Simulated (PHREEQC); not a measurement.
Model water analysis in mg/L, 38 °C, pH 2.44, pe 8.6:

```tsv
constituent	mg/L
Na	2220
K	43.3
Ca	206
Mg	500
Cl	747
S(6) as SO4	6800
Fe(3)	34.3
Zn	1.09
Al	13.7
```

Valence states are taken as typed.

The numbers come from PHREEQC with the ion-association model, phreeqc.dat.

Problem. The ionic strength comes out as 0.174 mol/kgw. What activity coefficients do FeHSO4+2, HSO4-, Fe(SO4)2-, FeCl+2, Ca+2 get?

Solution. FeHSO4+2 0.31, HSO4- 0.75, Fe(SO4)2- 0.75, FeCl+2 0.30, Ca+2 0.33.

This is a speciation only: nothing precipitates in the calculation. Examples of supersaturated solids here: Jarosite-K, Hematite (slow to form). Others may be too. Constants without temperature data keep their 25 °C values here.
